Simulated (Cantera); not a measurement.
A freely propagating, adiabatic, planar premixed flame of CH4 : H2 : O2 : N2 = 1 : 0.95 : 2.48 : 9.31 (molar parts), equivalence ratio 1.00, unburnt at 550 K and 3900 Torr; mixture-averaged transport, grid criteria slope 0.08 and curve 0.16, no radiation.

Detailed kinetics in Cantera: GRI-Mech 3.0 (53 species, 325 reactions). Burning velocities carry a grid error of a few per cent, more on coarse grids.

### Question
Predict: laminar burning velocity; thermal thickness; peak x(O); peak x(H2O2).

### Answer
| Quantity | Value |
|---|---|
| laminar burning velocity | 94.9 cm/s |
| thermal thickness | 0.0798 mm |
| peak x(O) | 0.00260 |
| peak x(H2O2) | 8.40e-5 |
